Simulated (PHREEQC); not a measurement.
Solution (45 °C): 22 mmol/kgw TMAH and 59 mmol/kgw NaHF2. Closed to the air; pH follows from the charge balance.

All values are PHREEQC results (ion-association model, wateq4f.dat), not measurements.

No solid was allowed to form.

### Question
Predict the pH, ionic strength.

### Answer
pH 3.65; ionic strength 0.0799 mol/kgw.

### Question
In which forms is F present?

### Answer
F- 61 %, HF 23 %, HF2- 14 %, H2F2 1.5 %, NaF 1.2 % of the F.

(CH3)4N+ isn't in the database: it is added as a free cation with an ion size of 4 Å. Constants without temperature data keep their 25 °C values here.
